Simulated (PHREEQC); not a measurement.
0.24 g of hydrous ferric oxide (600 m²/g; 0.2 weak and 0.005 strong sites per Fe, Dzombak-Morel constants, diffuse double layer) in 1 kg of water with 0.3 mol/kgw of an inert sodium salt, at 25 °C; the pH is set by adding NaOH or the inert anion's acid. O2 is buffered at 0.21 atm. The system is closed to CO2. Precipitation was switched off in this run.

Base run: PHREEQC, ion-association model, wateq4f.dat. Each further column changes one thing. The table gives surface charge σ (C/m²).

```tsv
pH	base	background salt from 0.3 to 0.03 mol/kgw	oxide from 0.24 to 1.2 g/kgw	0.00024 mol/kgw ZnCl2 added
3	0.368	0.350	0.368	0.368
3.75	0.357	0.297	0.358	0.357
4.5	0.318	0.213	0.318	0.318
5.25	0.240	0.133	0.240	0.241
6	0.154	0.075	0.154	0.158
6.75	0.085	0.037	0.085	0.103
7.5	0.034	0.014	0.034	0.081
8.25	-0.008	-0.003	-0.008	0.052
9	-0.051	-0.021	-0.051	0.017
```

The oxide is taken as insoluble; below pH 4 it would dissolve. In at least one series the solution becomes supersaturated in solids that the run did not let form, among them Zincite(c).
